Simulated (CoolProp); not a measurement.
The fluid at 321.29 K and 4.62 MPa flows at 3.7 m/s in a round tube of 12.7 mm bore and 1.5 µm roughness, fully developed (64/Re and Nu = 3.66 if laminar; Colebrook and Gnielinski if turbulent). The same conditions are run with several fluids, on thermodynamics alone (safety and materials aside).

Computed with CoolProp (reference Helmholtz-energy equation of state of each fluid (CH2F2 (R32): Tillner-Roth 1997; propane: Lemmon 2009; ethanol: Schroeder 2014; R143a: Lemmon and Jacobsen 2000; ammonia: Gao 2020)).

Rank CH2F2 (R32), propane, ethanol, R143a, ammonia by Reynolds number, highest first.

CH2F2 (R32) (471000), R143a (429000), propane (266000), ammonia (248000), ethanol (49200)

```
fluid        Darcy friction factor  pressure drop (Pa/m)  heat-transfer coefficient (W/(m² K))  mass flow (kg/h)
-----------  ---------------------  --------------------  ------------------------------------  ----------------
CH2F2 (R32)                 0.0147                  6910                                 10700              1470
propane                     0.0159                  3990                                  6370               787
ethanol                     0.0214                  8870                                  5190              1300
R143a                       0.0149                  6910                                  7090              1450
ammonia                     0.0160                  4920                                 19100               961
```

Transport values come from each fluid's own correlations; those of CH2F2 (R32), R143a are estimates that may be off by 10 % or more.
